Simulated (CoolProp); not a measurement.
Properties of n-undecane at several states.

Model: reference Helmholtz-energy equation of state, Aleksandrov 2011, in CoolProp. It is a short technical equation, of lower accuracy than the large ones.

| T (K) | p (MPa) | phase | density (kg/m³) | cp (kJ/(kg K)) | isothermal compressibility (1/MPa) | expansivity (1/kK) |
|---|---|---|---|---|---|---|
| 422 | 0.0633 | liquid | [?] | [?] | 0.002740 | 1.293 |
| 571.3 | 0.0258 | gas | 0.8555 | 2.761 | 39.06 | 1.801 |
| 590.4 | 8.84 | liquid | [?] | 3.273 | 0.009133 | 1.797 |
| 304.3 | 10.7 | liquid | 739.8 | [?] | [?] | [?] |
| 356.8 | 0.0324 | liquid | 691.7 | [?] | 0.001599 | [?] |

### Question
Fill in the missing entries.

### Answer

- 422, density (kg/m³): 640.0
- 422, cp (kJ/(kg K)): 2.686
- 590.4, density (kg/m³): 517.1
- 304.3, cp (kJ/(kg K)): 2.228
- 304.3, isothermal compressibility (1/MPa): 0.0009658
- 304.3, expansivity (1/kK): 0.9680
- 356.8, cp (kJ/(kg K)): 2.425
- 356.8, expansivity (1/kK): 1.113
